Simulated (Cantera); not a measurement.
A perfectly stirred reactor is fed with CH4 : CO2 : H2 = 1 : 3.1 : 1.2 (molar parts), at 2180 Torr; it is held at 1400 K, and followed from long to short residence time.

Cantera simulation using GRI-Mech 3.0 (53 species, 325 reactions); the numbers are that mechanism's predictions, not measurements.

Problem. Predict: x(CH4) at τ = 1.50 s; x(CO2) at τ = 1.50 s; x(H2) at τ = 1.50 s; x(OH) at τ = 1.50 s; x(CO) at τ = 1.50 s; x(CH4) at τ = 69.0 ms; x(CO2) at τ = 69.0 ms; x(H2) at τ = 69.0 ms; x(OH) at τ = 69.0 ms; x(CO) at τ = 69.0 ms.

Solution. 
| Quantity | Result |
|---|---|
| x(CH4) at τ = 1.50 s | 0.145 |
| x(CO2) at τ = 1.50 s | 0.429 |
| x(H2) at τ = 1.50 s | 0.134 |
| x(OH) at τ = 1.50 s | 1.82e-8 |
| x(CO) at τ = 1.50 s | 0.138 |
| x(CH4) at τ = 69.0 ms | 0.186 |
| x(CO2) at τ = 69.0 ms | 0.572 |
| x(H2) at τ = 69.0 ms | 0.216 |
| x(OH) at τ = 69.0 ms | 6.07e-9 |
| x(CO) at τ = 69.0 ms | 0.0125 |
